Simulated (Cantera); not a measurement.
An isothermal, constant-pressure homogeneous reactor starts with NH3 : N2 = 1 : 1.8 (molar parts), at 2298 K and 0.0132 atm.

Detailed kinetics in Cantera: the gas-phase N/H chemistry of the illustrative SiF4/NH3 mechanism in the Surface Chemkin manual (1991). Walls and surfaces, which speed up NH3 decomposition in real reactors, are not modelled.

One state of this run: x NH3 = 0.000134; x H2 = 0.388; x NH2 = 9.83e-6; x N2 = 0.603; x N2H4 = <1e-12; x NH = 4.98e-6; x N2H2 = 1.13e-9. x: mole fraction; the columns are a selection and need not sum to one.

**Question.** Which value of t (s) does it belong to?
(A) 0.000381
(B) 1.00
(C) 0.00141
(D) 7.43e-6

**Answer.** B, 1.00
